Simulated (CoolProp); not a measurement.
Vapour-liquid equilibrium of n-hexane (1) + dimethyl carbonate (2) at 421.2 K; x and y are mole fractions of (1).

Model: multi-fluid Helmholtz-energy mixture model, Thol 2019 and Zhou 2011; pair parameters Bell 2016, in CoolProp.

```json
[
 {"x": "0.05", "bubble pressure, mixture model (bar)": "5.514", "bubble pressure, Raoult's law (bar)": "4.911", "y, mixture model": "0.160", "y, Raoult's law": "0.074"},
 {"x": "0.2", "bubble pressure, mixture model (bar)": "6.858", "bubble pressure, Raoult's law (bar)": "5.280", "y, mixture model": "0.389", "y, Raoult's law": "0.275"},
 {"x": "0.35", "bubble pressure, mixture model (bar)": "7.523", "bubble pressure, Raoult's law (bar)": "5.650", "y, mixture model": "0.499", "y, Raoult's law": "0.449"},
 {"x": "0.5", "bubble pressure, mixture model (bar)": "7.874", "bubble pressure, Raoult's law (bar)": "6.019", "y, mixture model": "0.580", "y, Raoult's law": "0.602"},
 {"x": "0.65", "bubble pressure, mixture model (bar)": "8.026", "bubble pressure, Raoult's law (bar)": "6.388", "y, mixture model": "0.663", "y, Raoult's law": "0.738"},
 {"x": "0.8", "bubble pressure, mixture model (bar)": "7.950", "bubble pressure, Raoult's law (bar)": "6.758", "y, mixture model": "0.768", "y, Raoult's law": "0.858"},
 {"x": "0.95", "bubble pressure, mixture model (bar)": "7.514", "bubble pressure, Raoult's law (bar)": "7.127", "y, mixture model": "0.926", "y, Raoult's law": "0.966"}
]
```

The largest gap from Raoult's law is +33.2 % in bubble pressure, at x = 0.35. y crosses x between x = 0.65 and 0.8: the model has an azeotrope there.

The pair parameters rest on a limited set of measurements; away from them the model extrapolates.
